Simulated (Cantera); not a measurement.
**Premixed flame**

A freely propagating, adiabatic, planar premixed flame of CH4 : C2H6 : O2 : N2 : H2O = 1 : 0.57 : 2.4 : 13.5 : 4.3 (molar parts), equivalence ratio 1.7, unburnt at 450 K and 203 Torr; mixture-averaged transport, grid criteria slope 0.08 and curve 0.16, no radiation.

Model: GRI-Mech 3.0 (53 species, 325 reactions), integrated in Cantera. Burning velocities carry a grid error of a few per cent, more on coarse grids.

| z (mm) | T (K) | u (m/s) | x CH4 | x C2H6 | x O2 | x H | x CH3 | x CO2 |
|---|---|---|---|---|---|---|---|---|
| -47.6 | 452 | 0.0431 | 0.0456 | 0.0260 | 0.109 | <1e-8 | <1e-8 | 6.72e-6 |
| -31.7 | 463 | 0.0445 | 0.0449 | 0.0258 | 0.108 | <1e-8 | <1e-8 | 5.44e-5 |
| -23.8 | 492 | 0.0475 | 0.0436 | 0.0253 | 0.105 | <1e-8 | <1e-8 | 0.000229 |
| -15.9 | 576 | 0.0563 | 0.0404 | 0.0238 | 0.0973 | <1e-8 | <1e-8 | 0.000968 |
| -7.93 | 834 | 0.0831 | 0.0308 | 0.0165 | 0.0711 | <1e-8 | 6.04e-8 | 0.00481 |
| -3.97 | 1057 | 0.107 | 0.0220 | 0.00716 | 0.0449 | 5.51e-6 | 2.99e-5 | 0.00979 |
| 0 | 1274 | 0.130 | 0.0126 | 0.000803 | 0.0183 | 6.01e-5 | 0.000217 | 0.0169 |
| 3.97 | 1373 | 0.140 | 0.00751 | 0.000156 | 0.00631 | 8.73e-5 | 0.000199 | 0.0232 |
| 7.93 | 1406 | 0.144 | 0.00588 | 6.17e-5 | 0.00264 | 6.62e-5 | 0.000124 | 0.0272 |
| 15.9 | 1425 | 0.145 | 0.00510 | 1.91e-5 | 0.000827 | 3.25e-5 | 5.45e-5 | 0.0314 |
| 31.7 | 1432 | 0.146 | 0.00490 | 5.26e-6 | 0.000239 | 1.34e-5 | 2.15e-5 | 0.0348 |
| 63.4 | 1436 | 0.146 | 0.00488 | 1.60e-6 | 6.19e-5 | 6.51e-6 | 1.01e-5 | 0.0375 |
| 127 | 1439 | 0.147 | 0.00488 | 8.09e-7 | 9.92e-6 | 4.60e-6 | 6.90e-6 | 0.0403 |
x: mole fraction of selected species; z is measured from the peak of heat release.

- laminar burning velocity = 4.27 cm/s
- thermal thickness = 15.9 mm
- peak x(H) = 8.82e-5
- peak x(CH3) = 0.000234
- grid points = 115
